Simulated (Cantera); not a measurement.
Input: 1 mol CH3Cl, 0.22 mol HCl, equilibrated at 2802 °C.

Cantera equilibrium calculation (NASA polynomials, part measured and part estimated; ideal gas, pure solids and liquids). Candidate condensed phases: C, C6H6, C7H8, C8H18; 91 gas species. The numbers say what is thermodynamically allowed, not how fast it happens.

Question: Which condensed phases are stable at each of these points (P (Pa)): 1, 6.80, 46, 320, 2200, 15000, 100000?

Answer: 
```json
[
 {"P (Pa)": "1", "condensed phases": "gas only", "C condensed (%)": "0.0"},
 {"P (Pa)": "6.80", "condensed phases": "gas only", "C condensed (%)": "0.0"},
 {"P (Pa)": "46", "condensed phases": "gas only", "C condensed (%)": "0.0"},
 {"P (Pa)": "320", "condensed phases": "gas only", "C condensed (%)": "0.0"},
 {"P (Pa)": "2200", "condensed phases": "C(graphite)", "C condensed (%)": "46.5"},
 {"P (Pa)": "15000", "condensed phases": "C(graphite)", "C condensed (%)": "79.9"},
 {"P (Pa)": "100000", "condensed phases": "C(graphite)", "C condensed (%)": "83.4"}
]
```

From 1.00 Pa to 3.20 mbar nothing is condensed. From 22.0 mbar to 1.00 bar the condensed part is C(graphite).
